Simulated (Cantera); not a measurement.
A closed system holds: 1 mol SiH4, 1.4 mol O2, held at 1.00 bar.

Cantera equilibrium calculation (NASA polynomials, part measured and part estimated; ideal gas, pure solids and liquids). Candidate condensed phases: H2O, Si, SiO2; 18 gas species. The tables hold silica as quartz up to 1696 K and as liquid above; real silica turns to tridymite and cristobalite and melts near 1996 K. Gases not in the tables: Si(OH)4. The numbers say what is thermodynamically allowed, not how fast it happens.

Problem. At 1700 K, list the 3 most abundant gas species with their mole fractions, and the condensed phases.

Solution. H2 0.600, H2O 0.400, H 0.000114. Condensed: SiO2(condensed).
